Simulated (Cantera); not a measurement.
A Cantera script and what it prints.

```python
import numpy as np
import cantera as ct

gas_names = """
    C CN CO CO2 C2 CCN CNC C2N2 C2O C3 C3O2 C4 C4N2 C5 N NCO NO NO2 NO3 N2 N2O O O2 O3 Si SiC SiC2 SiN
    SiO SiO2 Si2 Si2C Si2N Si3
""".split()
cond_names = """
    C(gr) Si(cr) Si(L) SiC(b) SiO2(Lqz) SiO2(hqz) SiO2(L) Si2N2O(s) Si3N4(a)
""".split()


def load(file, names, dense=False):
    # The tables refer to 1 bar. Condensed volumes are neglected.
    table = {s.name: s for s in ct.Species.list_from_file(file)}
    out = []
    for n in names:
        d = dict(table[n].input_data)
        d["thermo"] = dict(d["thermo"], **{"reference-pressure": 1e5})
        if dense:
            d["equation-of-state"] = {"model": "constant-volume", "density": "1e6 g/cm^3"}
        out.append(ct.Species.from_dict(d))
    return out


gas = ct.Solution(thermo="ideal-gas", species=load("nasa_gas.yaml", gas_names))
cond = {s.name: ct.Solution(thermo="fixed-stoichiometry", species=[s], name=s.name)
        for s in load("nasa_condensed.yaml", cond_names, dense=True)}
atoms = {
    'Si': {'Si': 1},
    'CO2': {'C': 1, 'O': 2},
    'N2': {'N': 2},
}
top_T = {'C(gr)': 4500, 'SiC(b)': 3050, 'Si2N2O(s)': 2100, 'Si3N4(a)': 2400}  # K; cautious upper limits of use, not melting points


def equilibrate(T, P, feed):
    n = {}
    for name, mol in feed.items():
        for a, k in atoms[name].items():
            n[a] = n.get(a, 0.0) + k * mol
    gas.TPX = T, P, n
    mass = sum(n.values()) * gas.mean_molecular_weight
    gas.equilibrate("TP")
    valid = [c for c in cond.values() if c.min_temp <= T <= top_T.get(c.name, c.max_temp)]
    mix = ct.Mixture([(gas, mass / gas.mean_molecular_weight)] + [(c, 0.0) for c in valid])
    mix.T, mix.P = T, P
    mix.equilibrate("TP", solver="vcs", rtol=1e-11, max_steps=5000)
    return mix


results = []
feed = {'Si': 1, 'CO2': 0.025, 'N2': 51}  # mol
T = 1623  # K
P = 210  # Pa
mix = equilibrate(T, P, feed)
results.append((T, P, feed, dict(zip(mix.species_names, mix.species_moles))))
x = sorted(zip(gas.X, gas.species_names), reverse=True)
print(f"T = {T:g} K  P = {P:g} Pa  gas = {mix.phase_moles(0):.4g} mol")
print("   x: " + "  ".join(f"{s} {v:.3e}" for v, s in x if v > 0.0001))
print("   condensed (mol): " + ("  ".join(f"{mix.phase(i).name} {mix.phase_moles(i):.4g}"
      for i in range(1, mix.n_phases) if mix.phase_moles(i) > 1e-12) or "none"))
```

Output:

```
T = 1623 K  P = 210 Pa  gas = 50.42 mol
   x: N2 9.990e-01  SiO 7.475e-04  CO 2.442e-04
   condensed (mol): SiC(b) 0.01268  Si3N4(a) 0.3161
```

Equilibrium computed with Cantera from the NASA thermochemical tables; the gas is ideal and each condensed phase is pure. Mutual solubility and eutectic melting of coexisting phases are not modelled.
